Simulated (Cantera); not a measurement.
Feed: 1 mol AlCl3, 0.34 mol NH3, 71 mol H2, at 1698.15 K.

These are equilibrium values from Cantera (NASA tables, ideal gas, pure condensed phases), not measurements of a reactor. Candidate condensed phases: Al, AlCl3, AlN, NH4Cl; 20 gas species. The tables' values for AlCl2 are old estimates; treat these amounts as uncertain. Kinetics and transport are ignored.

x: gas mole fraction; n: condensed amount in mol.

```csv
P (Pa),x H2,x HCl,x H,x AlCl,x AlCl3,x AlCl2,n AlN(s)
10,0.943,0.0266,0.0141,0.0133,?,6.34e-5,0
37,0.950,0.0268,0.00734,0.0134,?,0.000122,0
140,0.954,0.0268,0.00378,0.0133,?,0.000236,0
520,0.956,0.0265,0.00196,0.0131,?,0.000442,0
1900,0.957,0.0259,0.00103,0.0126,?,0.000795,0
7200,0.959,0.0245,0.000528,0.0116,?,0.00135,0
27000,0.962,0.0219,0.000273,0.00997,?,0.00201,0
100000,0.966,0.0189,0.000142,0.00733,?,0.00244,0.0434
```

Q: Complete the blanks.

A: 
- 10, x AlCl3: 1.22e-6
- 37, x AlCl3: 4.53e-6
- 140, x AlCl3: 1.69e-5
- 520, x AlCl3: 6.06e-5
- 1900, x AlCl3: 0.000204
- 7200, x AlCl3: 0.000636
- 27000, x AlCl3: 0.00163
- 100000, x AlCl3: 0.00328
